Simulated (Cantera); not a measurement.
An adiabatic, constant-volume homogeneous reactor starts with 8.74 % CH4, 0.131 % CO, 19.1 % O2, 72.0 % N2, equivalence ratio 0.92, at 1675 K and 0.280 bar.

Detailed kinetics in Cantera: GRI-Mech 3.0 (53 species, 325 reactions).

### Question
Predict: time of steepest temperature rise; temperature at 0.800 s; equilibrium temperature; x(CO) at 0.800 s; x(O2) at 0.800 s; x(OH) at 0.800 s.

### Answer
```
Item                                                              Result
---------------------------------  -------------------------------------
time of steepest temperature rise                               0.759 ms
temperature at 0.800 s                                            2801 K
equilibrium temperature                                           2801 K
x(CO) at 0.800 s                   0.0457 (gas-phase equilibrium 0.0457)
x(O2) at 0.800 s                   0.0321 (gas-phase equilibrium 0.0321)
x(OH) at 0.800 s                   0.0274 (gas-phase equilibrium 0.0274)
```
